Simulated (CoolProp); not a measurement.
Vapour-liquid equilibrium of isohexane (1) + ethanol (2) at 700 kPa; x and y are mole fractions of (1).

Model: multi-fluid Helmholtz-energy mixture model, Lemmon 2006 and Schroeder 2014; pair parameters Bell 2016, in CoolProp.

```csv
x,"bubble temperature, mixture model (K)","bubble temperature, Raoult's law (K)","y, mixture model","y, Raoult's law"
0.05,405.3,410.3,[?],0.050
0.2,[?],410.2,[?],0.201
0.35,[?],410.2,0.481,0.351
0.5,393.7,410.2,[?],0.501
0.65,394.0,410.1,0.578,0.651
0.8,396.2,410.1,[?],0.801
0.95,[?],410.1,[?],0.950
```

Question: What belongs in the gaps?

Answer: 
- 0.05, y, mixture model: 0.155
- 0.2, bubble temperature, mixture model (K): 397.1
- 0.2, y, mixture model: 0.393
- 0.35, bubble temperature, mixture model (K): 394.5
- 0.5, y, mixture model: 0.529
- 0.8, y, mixture model: 0.663
- 0.95, bubble temperature, mixture model (K): 404.2
- 0.95, y, mixture model: 0.867

The largest gap from Raoult's law is -16.5 K in bubble temperature, at x = 0.5. y crosses x between x = 0.5 and 0.65: the model has an azeotrope there.

The pair parameters rest on a limited set of measurements; away from them the model extrapolates.
